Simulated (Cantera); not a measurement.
What does this Cantera script print?

```python
import numpy as np
import cantera as ct

gas = ct.Solution("gri30.yaml")


def delay(T, t_max=10):
    gas.TPX = T, 1000000, {'CO': 1, 'H2': 0.2, 'CH4': 0.084, 'O2': 1.75, 'N2': 6.56}
    reactor = ct.IdealGasReactor(gas, clone=False)
    net = ct.ReactorNet([reactor])
    net.rtol, net.atol = 1e-8, 1e-16
    while net.time < t_max:
        t_old, T_old = net.time, reactor.T
        net.step()
        if reactor.T > T + 400:  # ignition: a rise of 400 K
            return t_old + (T + 400 - T_old) / (reactor.T - T_old) * (net.time - t_old)
    return np.nan


taus = []
for T in [875, 975, 1075, 1175, 1275, 1375, 1475, 1575, 1675, 1775]:
    taus.append(delay(T))
    print(f"T0 = {T:6g} K   tau = {taus[-1]:.4e} s")
```

Output:

```
T0 =    875 K   tau = 2.0982e-01 s
T0 =    975 K   tau = 1.2401e-02 s
T0 =   1075 K   tau = 1.1529e-03 s
T0 =   1175 K   tau = 1.6207e-04 s
T0 =   1275 K   tau = 3.7464e-05 s
T0 =   1375 K   tau = 1.3980e-05 s
T0 =   1475 K   tau = 7.5586e-06 s
T0 =   1575 K   tau = 5.1008e-06 s
T0 =   1675 K   tau = 3.9092e-06 s
T0 =   1775 K   tau = 3.2425e-06 s
```

Cantera simulation using GRI-Mech 3.0 (53 species, 325 reactions); the numbers are that mechanism's predictions, not measurements. Below about 1000 K GRI-Mech 3.0 lacks low-temperature oxidation paths. Below about 950 K walls govern HO2 and H2O2 in real vessels. Where the delays flatten at high temperature, the 400 K rule measures the pace of heat release, not the induction time.
